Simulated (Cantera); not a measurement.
Premixed flame

A freely propagating, adiabatic, planar premixed flame of 3.91 % C₃H₈, 20.2 % O₂, 75.9 % N₂, unburnt at 575 K and 0.405 atm; mixture-averaged transport, grid criteria slope 0.08 and curve 0.16, no radiation.

Model: GRI-Mech 3.0 (53 species, 325 reactions), integrated in Cantera. GRI-Mech 3.0 was tuned for natural gas; its chemistry of propane as a main component is partial and can be far from experiment. Burning velocities carry a grid error of a few per cent, more on coarse grids.

```json
[
 {"z (mm)": "-1.82", "T (K)": "575", "u (m/s)": "1.67", "x C₃H₈": "0.0391", "x O₂": "0.201", "x CH₂CO": "<1e-8", "x C₂H₄": "2.25e-7", "x H₂O": "1.62e-5", "x CH₂": "<1e-8"},
 {"z (mm)": "-1.21", "T (K)": "576", "u (m/s)": "1.68", "x C₃H₈": "0.0391", "x O₂": "0.201", "x CH₂CO": "4.83e-8", "x C₂H₄": "3.99e-6", "x H₂O": "0.000163", "x CH₂": "<1e-8"},
 {"z (mm)": "-0.908", "T (K)": "579", "u (m/s)": "1.69", "x C₃H₈": "0.0390", "x O₂": "0.200", "x CH₂CO": "3.62e-7", "x C₂H₄": "2.51e-5", "x H₂O": "0.000691", "x CH₂": "<1e-8"},
 {"z (mm)": "-0.606", "T (K)": "604", "u (m/s)": "1.77", "x C₃H₈": "0.0386", "x O₂": "0.197", "x CH₂CO": "5.74e-6", "x C₂H₄": "0.000279", "x H₂O": "0.00411", "x CH₂": "<1e-8"},
 {"z (mm)": "-0.303", "T (K)": "879", "u (m/s)": "2.65", "x C₃H₈": "0.0307", "x O₂": "0.170", "x CH₂CO": "0.000214", "x C₂H₄": "0.00502", "x H₂O": "0.0306", "x CH₂": "4.46e-7"},
 {"z (mm)": "-0.151", "T (K)": "1267", "u (m/s)": "3.94", "x C₃H₈": "0.0121", "x O₂": "0.129", "x CH₂CO": "0.000939", "x C₂H₄": "0.0111", "x H₂O": "0.0639", "x CH₂": "1.71e-5"},
 {"z (mm)": "0", "T (K)": "1663", "u (m/s)": "5.30", "x C₃H₈": "0.000559", "x O₂": "0.0819", "x CH₂CO": "0.00126", "x C₂H₄": "0.00520", "x H₂O": "0.0976", "x CH₂": "7.40e-5"},
 {"z (mm)": "0.151", "T (K)": "1839", "u (m/s)": "5.89", "x C₃H₈": "1.31e-6", "x O₂": "0.0528", "x CH₂CO": "0.000338", "x C₂H₄": "0.000413", "x H₂O": "0.115", "x CH₂": "3.18e-5"},
 {"z (mm)": "0.303", "T (K)": "1882", "u (m/s)": "6.02", "x C₃H₈": "<1e-8", "x O₂": "0.0405", "x CH₂CO": "3.10e-5", "x C₂H₄": "1.25e-5", "x H₂O": "0.120", "x CH₂": "2.78e-6"},
 {"z (mm)": "0.606", "T (K)": "1917", "u (m/s)": "6.09", "x C₃H₈": "<1e-8", "x O₂": "0.0328", "x CH₂CO": "1.34e-7", "x C₂H₄": "1.06e-8", "x H₂O": "0.119", "x CH₂": "<1e-8"},
 {"z (mm)": "1.21", "T (K)": "1960", "u (m/s)": "6.20", "x C₃H₈": "<1e-8", "x O₂": "0.0291", "x CH₂CO": "<1e-8", "x C₂H₄": "<1e-8", "x H₂O": "0.118", "x CH₂": "<1e-8"},
 {"z (mm)": "2.42", "T (K)": "2018", "u (m/s)": "6.35", "x C₃H₈": "<1e-8", "x O₂": "0.0271", "x CH₂CO": "<1e-8", "x C₂H₄": "<1e-8", "x H₂O": "0.121", "x CH₂": "<1e-8"},
 {"z (mm)": "4.84", "T (K)": "2093", "u (m/s)": "6.55", "x C₃H₈": "<1e-8", "x O₂": "0.0248", "x CH₂CO": "<1e-8", "x C₂H₄": "<1e-8", "x H₂O": "0.125", "x CH₂": "<1e-8"}
]
```
x: mole fraction of selected species; z is measured from the peak of heat release.

```yaml
laminar_burning_velocity: 167 cm/s
thermal_thickness: 0.606 mm
peak x(CH₂CO): 0.00138
peak x(C₂H₄): 0.0112
peak x(CH₂): 7.47e-5
grid_points: 156
```
